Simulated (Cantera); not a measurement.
## Transport properties of process gases

Gas mixture: NO = 0.61 (molar parts), at 0.0148 atm, frozen composition.

Cantera's kinetic-theory transport with the Lennard-Jones parameters of GRI-Mech 3.0, ideal gas; thermal conductivity in the multicomponent form. The composition is frozen, though it would react at the higher temperatures.

| T (K) | ρ (kg/m³) | cp (J/kg/K) | μ (µPa s) | λ (mW/m/K) | Pr | D (cm²/s) O | D (cm²/s) H2 | D (cm²/s) CH4 |
|---|---|---|---|---|---|---|---|---|
| 400 | 0.0135 | 998.6 | 23.1 | 32.5 | 0.711 | 35.6 | 85.5 | 24.9 |
| 650 | 0.00833 | 1054 | 32.3 | 48.1 | 0.708 | 81.1 | 193 | 57.4 |
| 900 | 0.00601 | 1114 | 40.1 | 63.1 | 0.707 | 140 | 331 | 99.5 |
| 1150 | 0.00471 | 1153 | 47.0 | 76.7 | 0.707 | 210 | 497 | 150 |
| 1400 | 0.00387 | 1181 | 53.4 | 89.3 | 0.707 | 291 | 689 | 208 |
| 1650 | 0.00328 | 1202 | 59.4 | 101 | 0.706 | 382 | 904 | 273 |
| 1900 | 0.00285 | 1219 | 65.1 | 112 | 0.706 | 483 | 1140 | 345 |
| 2150 | 0.00252 | 1231 | 70.5 | 123 | 0.706 | 593 | 1400 | 424 |
| 2400 | 0.00226 | 1240 | 75.7 | 133 | 0.705 | 711 | 1680 | 508 |
D: mixture-averaged diffusion coefficient of that species in the mixture.
